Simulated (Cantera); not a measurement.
Cantera run:

```python
import numpy as np
import cantera as ct

gas_names = """
    C CO CO2 C2 C2O C3 C3O2 C4 C5 Cu CuO Cu2 O O2 O3
""".split()
cond_names = """
    C(gr) Cu(cr) Cu(L) CuO(s) Cu2O(s) Cu2O(L)
""".split()


# ... load() reads the species with a 1 bar reference pressure and builds the phases ...
atoms = {
    'CuO': {'Cu': 1, 'O': 1},
    'C': {'C': 1},
    'CO': {'C': 1, 'O': 1},
}
top_T = {'C(gr)': 4500, 'CuO(s)': 1390}  # K; cautious upper limits of use, not melting points


# ... equilibrate(T, P, feed) seeds the gas with the atoms and calls Mixture.equilibrate('TP', solver="vcs", rtol=1e-11, max_steps=5000) ...
results = []
feed = {'CuO': 1, 'C': 6.8, 'CO': 0.57}  # mol
T = 2073.15  # K
P = 100000  # Pa
mix = equilibrate(T, P, feed)
results.append((T, P, feed, dict(zip(mix.species_names, mix.species_moles))))
x = sorted(zip(gas.X, gas.species_names), reverse=True)
print(f"T = {T:g} K  P = {P:g} Pa  gas = {mix.phase_moles(0):.4g} mol")
print("   x: " + "  ".join(f"{s} {v:.3e}" for v, s in x if v > 1e-05))
print("   condensed (mol): " + ("  ".join(f"{mix.phase(i).name} {mix.phase_moles(i):.4g}"
      for i in range(1, mix.n_phases) if mix.phase_moles(i) > 1e-12) or "none"))
```

It prints:

```
T = 2073.15 K  P = 100000 Pa  gas = 1.583 mol
   x: CO 9.916e-01  Cu 8.290e-03  Cu2 4.352e-05  CO2 1.796e-05
   condensed (mol): C(gr) 5.8  Cu(L) 0.9867
```

These are equilibrium values from Cantera (NASA tables, ideal gas, pure condensed phases), not measurements of a reactor.
